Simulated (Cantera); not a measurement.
Gas activation for diamond growth

An isothermal, constant-pressure homogeneous reactor starts with CH₄ : H₂ = 0.039 : 1 (molar parts), at 2800 K and 0.270 bar.

Model: GRI-Mech 3.0 (53 species, 325 reactions), integrated in Cantera. GRI-Mech 3.0 stops at C3 and has no aromatics, soot or wall deposition, so with more carbon than oxygen in the feed, carbon stays in small species such as C2H2 where larger ones or solid carbon would form.

| t (s) | x CH₄ | x H₂ | x CH₂ | x H | x C₂H₂ | x C₂H | x C₂H₆ |
|---|---|---|---|---|---|---|---|
| 0.000200 | 0.000379 | 0.911 | 6.62e-5 | 0.0712 | 0.0168 | 0.000165 | 4.50e-9 |
| 0.000584 | 6.26e-5 | 0.891 | 1.97e-5 | 0.0920 | 0.0169 | 0.000220 | 1.50e-10 |
| 0.00170 | 2.08e-5 | 0.860 | 1.25e-5 | 0.123 | 0.0166 | 0.000299 | 2.10e-11 |
| 0.00498 | 1.43e-5 | 0.840 | 1.22e-5 | 0.144 | 0.0164 | 0.000353 | 1.12e-11 |
| 0.0145 | 1.39e-5 | 0.838 | 1.22e-5 | 0.145 | 0.0164 | 0.000357 | 1.07e-11 |
| 0.0424 | 1.39e-5 | 0.838 | 1.22e-5 | 0.145 | 0.0164 | 0.000357 | 1.07e-11 |
| 0.124 | 1.39e-5 | 0.838 | 1.22e-5 | 0.145 | 0.0164 | 0.000357 | 1.07e-11 |
| 0.362 | 1.39e-5 | 0.838 | 1.22e-5 | 0.145 | 0.0164 | 0.000357 | 1.07e-11 |
| 1.06 | 1.39e-5 | 0.838 | 1.22e-5 | 0.145 | 0.0164 | 0.000357 | 1.07e-11 |
| 3.08 | 1.39e-5 | 0.838 | 1.22e-5 | 0.145 | 0.0164 | 0.000357 | 1.07e-11 |
| 9.00 | 1.39e-5 | 0.838 | 1.22e-5 | 0.145 | 0.0164 | 0.000357 | 1.07e-11 |
x: mole fraction; the columns are a selection and need not sum to one.

Equilibrium at this temperature and pressure: CH₄ 1.42e-5, H₂ 0.838, CH₂ 1.24e-5, H 0.145, C₂H₂ 0.0164, C₂H 0.000357, C₂H₆ 1.11e-11 (gas phase only).
